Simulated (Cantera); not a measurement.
A perfectly stirred reactor is fed with CH4 : H2 : CO2 = 0.012 : 1 : 0.019 (molar parts), at 0.0700 bar; it is held at 2525 K, and followed from long to short residence time.

Detailed kinetics in Cantera: GRI-Mech 3.0 (53 species, 325 reactions).

Q: What does this change do: pressure from 0.0700 bar to 0.133 bar?

A: 
```json
[
 {"quantity": "x(CH4) at τ = 0.590 s", "before": "4.93e-6", "after": "6.69e-6"},
 {"quantity": "x(H2) at τ = 0.590 s", "before": "0.872", "after": "0.894"},
 {"quantity": "x(CO2) at τ = 0.590 s", "before": "3.25e-5", "after": "3.24e-5"},
 {"quantity": "x(CO) at τ = 0.590 s", "before": "0.0280", "after": "0.0283"},
 {"quantity": "x(O) at τ = 0.590 s", "before": "9.89e-6", "after": "5.57e-6"},
 {"quantity": "x(CH4) at τ = 13.0 ms", "before": "0.000512", "after": "0.000336"},
 {"quantity": "x(H2) at τ = 13.0 ms", "before": "0.918", "after": "0.917"},
 {"quantity": "x(CO2) at τ = 13.0 ms", "before": "0.000145", "after": "9.11e-5"},
 {"quantity": "x(CO) at τ = 13.0 ms", "before": "0.0241", "after": "0.0256"},
 {"quantity": "x(O) at τ = 13.0 ms", "before": "3.39e-6", "after": "3.28e-6"}
]
```

Q: What does this change do: pressure from 0.0700 bar to 0.0133 bar?

A: 
| quantity | before | after |
|---|---|---|
| x(CH4) at τ = 0.590 s | 4.93e-6 | 1.09e-5 |
| x(H2) at τ = 0.590 s | 0.872 | 0.851 |
| x(CO2) at τ = 0.590 s | 3.25e-5 | 3.58e-5 |
| x(CO) at τ = 0.590 s | 0.0280 | 0.0276 |
| x(O) at τ = 0.590 s | 9.89e-6 | 1.55e-5 |
| x(CH4) at τ = 13.0 ms | 0.000512 | 0.00189 |
| x(H2) at τ = 13.0 ms | 0.918 | 0.928 |
| x(CO2) at τ = 13.0 ms | 0.000145 | 0.000767 |
| x(CO) at τ = 13.0 ms | 0.0241 | 0.0192 |
| x(O) at τ = 13.0 ms | 3.39e-6 | 2.27e-6 |
Radical loss at walls, strong at low pressure, is not modelled.
